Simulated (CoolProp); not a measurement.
R245fa along the isotherm 47.65 °C: fugacity coefficient from the reference equation and from simpler models built on Tc = 153.9 °C, pc = 36.51 bar, ω = 0.378; each cubic takes its own stable root.

The numbers come from the reference Helmholtz-energy equation of state, Akasaka 2015 in CoolProp.

```tsv
p (bar)	phase	reference
1.3	gas	0.9657
2.61	gas	0.9310
3.91	liquid	0.7515
5.22	liquid	0.5658
6.52	liquid	0.4553
7.82	liquid	0.3816
9.13	liquid	0.3285
10.4	liquid	0.2898
11.7	liquid	0.2589
13	liquid	0.2342
14.3	liquid	0.2140
15.6	liquid	0.1972
17	liquid	0.1820
18.3	liquid	0.1699
```

### Question
How far does each simpler model (van der Waals, Redlich-Kwong, Peng-Robinson) lie from the reference over these 14 states: mean and median of the absolute difference, and the worst?

### Answer
- van der Waals: mean 129.5 %, median 173.8 %, worst +193.9 % at 47.65 °C and 18.3 bar
- Redlich-Kwong: mean 55.4 %, median 69.0 %, worst +70.0 % at 47.65 °C and 18.3 bar
- Peng-Robinson: mean 0.2 %, median 0.2 %, worst +0.4 % at 47.65 °C and 2.61 bar

At some of these states van der Waals, Redlich-Kwong gives the other phase, because its saturation line lies elsewhere.
